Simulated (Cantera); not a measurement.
## Low-pressure radical oxidation in H2/O2

An isothermal, constant-pressure homogeneous reactor starts with 9.91 % H₂, 90.1 % O₂, at 1200 K and 0.0109 atm.

Computed with Cantera and GRI-Mech 3.0 (53 species, 325 reactions). Radical loss at walls, strong at low pressure, is not modelled. The temperature is held fixed by assumption; the heat of reaction is taken as removed at once.

```
t (s)         x H₂   x O₂    x HO₂      x OH       x O      x H
--------  --------  -----  -------  --------  --------  -------
3.00e-5     0.0991  0.901  2.03e-9  3.98e-10  4.46e-10  1.69e-9
9.17e-5     0.0991  0.901  6.21e-9   2.57e-9   3.39e-9  5.02e-9
0.000280    0.0991  0.901  1.91e-8   2.43e-8   3.75e-8  3.39e-8
0.000857    0.0991  0.901  7.96e-8   3.82e-6   6.06e-6  5.06e-6
0.00262    0.00619  0.838  4.85e-6   0.00775    0.0453   0.0274
0.00801    0.00245  0.842  4.66e-6   0.00558    0.0452   0.0189
0.0245     0.00156  0.864  4.46e-6   0.00450    0.0271  0.00892
0.0749    0.000470  0.887  3.21e-6   0.00248   0.00777  0.00138
0.229      6.52e-5  0.894  1.20e-6  0.000929   0.00107  7.03e-5
0.700      8.15e-6  0.895  2.63e-7  0.000331  0.000135  3.14e-6
2.14       1.33e-6  0.896  5.57e-8  0.000134   2.21e-5  2.09e-7
6.54       2.82e-7  0.896  1.58e-8   6.21e-5   4.74e-6  2.08e-8
20.0       7.26e-8  0.896  9.05e-9   3.16e-5   1.23e-6  2.74e-9
```
x: mole fraction; the columns are a selection and need not sum to one.

Equilibrium at this temperature and pressure: H₂ 1.34e-8, O₂ 0.896, HO₂ 1.32e-8, OH 1.36e-5, O 2.28e-7, H 2.20e-10 (gas phase only).
